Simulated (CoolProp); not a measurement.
Values from CoolProp's reference Helmholtz-energy equation of state, Span 1996.

**Question.** For carbon dioxide, give the phase and the cv (kJ/(kg K)), expansivity (1/kK), viscosity (µPa s), fugacity coefficient at 336.2 K and 65.6 MPa.

**Answer.** 
- 336.2 K and 65.6 MPa: supercritical; cv 0.914, expansivity 2.54, viscosity 114, fugacity coefficient 0.327

Viscosity comes from a separate model (Laesecke 2017).
